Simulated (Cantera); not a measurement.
Charge: 1 mol CH3Cl, 0.063 mol F2, held at 1500 K.

These are equilibrium values from Cantera (NASA tables, ideal gas, pure condensed phases), not measurements of a reactor. Candidate condensed phases: C, C6H6, C7H8, C8H18; 118 gas species. The numbers say what is thermodynamically allowed, not how fast it happens.

x: gas mole fraction; n: condensed amount in mol.

```json
[
 {"P (Pa)": "1", "x HCl": "0.480", "x H2": "0.452", "x HF": "0.0609", "x H": "0.00374", "x Cl": "0.00320", "x CH4": "5.26e-9", "n C(graphite)": "1.000"},
 {"P (Pa)": "5.20", "x HCl": "0.483", "x H2": "0.453", "x HF": "0.0610", "x H": "0.00164", "x Cl": "0.00141", "x CH4": "2.75e-8", "n C(graphite)": "1.000"},
 {"P (Pa)": "27", "x HCl": "0.484", "x H2": "0.454", "x HF": "0.0610", "x H": "0.000722", "x Cl": "0.000620", "x CH4": "1.43e-7", "n C(graphite)": "1.000"},
 {"P (Pa)": "140", "x HCl": "0.484", "x H2": "0.454", "x HF": "0.0611", "x H": "…", "x Cl": "…", "x CH4": "…", "n C(graphite)": "1.000"},
 {"P (Pa)": "720", "x HCl": "0.485", "x H2": "0.454", "x HF": "0.0611", "x H": "…", "x Cl": "…", "x CH4": "…", "n C(graphite)": "1.000"},
 {"P (Pa)": "3700", "x HCl": "0.485", "x H2": "0.454", "x HF": "0.0611", "x H": "6.17e-5", "x Cl": "5.31e-5", "x CH4": "1.96e-5", "n C(graphite)": "1.000"},
 {"P (Pa)": "19000", "x HCl": "0.485", "x H2": "0.454", "x HF": "0.0611", "x H": "2.72e-5", "x Cl": "2.34e-5", "x CH4": "0.000101", "n C(graphite)": "1.000"},
 {"P (Pa)": "100000", "x HCl": "0.485", "x H2": "0.453", "x HF": "0.0611", "x H": "1.19e-5", "x Cl": "1.02e-5", "x CH4": "0.000528", "n C(graphite)": "0.999"}
]
```

Problem. Complete the blanks.

Solution. 
- 720, x H: 0.000140
- 720, x Cl: 0.000120
- 720, x CH4: 3.82e-6
- 140, x H: 0.000317
- 140, x Cl: 0.000273
- 140, x CH4: 7.42e-7
